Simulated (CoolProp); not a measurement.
A single-stage vapour-compression cycle with R13: evaporating at 226.15 K (dew point), condensing at 274.15 K (bubble point), superheat 10 K, subcooling 8 K, compressor efficiency 0.65, no pressure losses. Each further row changes one setting.

The numbers come from the reference Helmholtz-energy equation of state, Platzer 1990 in CoolProp. This equation is an older, rougher fit; its heat capacities, sound speeds and derivatives of the liquid may be far off and weren't checked against measurements.

```
case                              cooling COP  pressure ratio  discharge temperature (K)  refrigerating effect (kJ/kg)  volumetric capacity (kJ/m³)
--------------------------------  -----------  --------------  -------------------------  ----------------------------  ---------------------------
as stated                                2.35            4.31                      315.9                          94.7                         2630
evaporating temperature 231.15 K            …               …                      311.7                             …                            …
condensing temperature 269.15 K          2.74            3.79                      308.5                           100                         2780
subcooling 13 K                          2.49            4.31                      315.9                           100                         2790
superheat 20 K                              …            4.31                      327.1                           101                         2650
compressor efficiency 0.55               1.99            4.31                      325.2                          94.7                         2630
```

Fill in the missing entries.


- evaporating temperature 231.15 K, cooling COP: 2.75
- evaporating temperature 231.15 K, pressure ratio: 3.60
- evaporating temperature 231.15 K, refrigerating effect (kJ/kg): 96.5
- evaporating temperature 231.15 K, volumetric capacity (kJ/m³): 3190
- superheat 20 K, cooling COP: 2.36
